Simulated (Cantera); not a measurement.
Feed: 1 mol borazine, 5.3 mol H₂O, 71 mol H₂, held at 0.0100 bar.

Method: chemical equilibrium by Gibbs-energy minimisation in Cantera with the NASA 1993 tables (ideal gas, pure condensed phases). Candidate condensed phases: B, BN, B₂O₃, B₃O₃H₃, H₂O; 39 gas species. The feed counts by its element totals alone. The numbers say what is thermodynamically allowed, not how fast it happens. All values below are at 1973 K.

Base state: H₂ 0.929, N₂ 0.0181, HBO₂ 0.0165, H 0.0130, HBO 0.00999, H₂O 0.00773, B₂O₃ 0.00350, BO 0.00208 (mole fractions); condensed: gas only.

Task: What changes in the equilibrium state with this change: pressure from 0.0100 bar to 0.0290 bar?

Result: 
| species | before | after |
|---|---|---|
| H₂ | 0.929 | 0.934 |
| N₂ | 0.0181 | 0.0181 |
| HBO₂ | 0.0165 | 0.0166 |
| H | 0.0130 | 0.00766 |
| BO | 0.00208 | 0.00127 |
| HBO | 0.00999 | 0.0104 |
| OH | 1.03e-5 | 5.86e-6 |
| BO₂ | 2.64e-5 | 1.56e-5 |
| B₂O₂ | 0.000305 | 0.000329 |
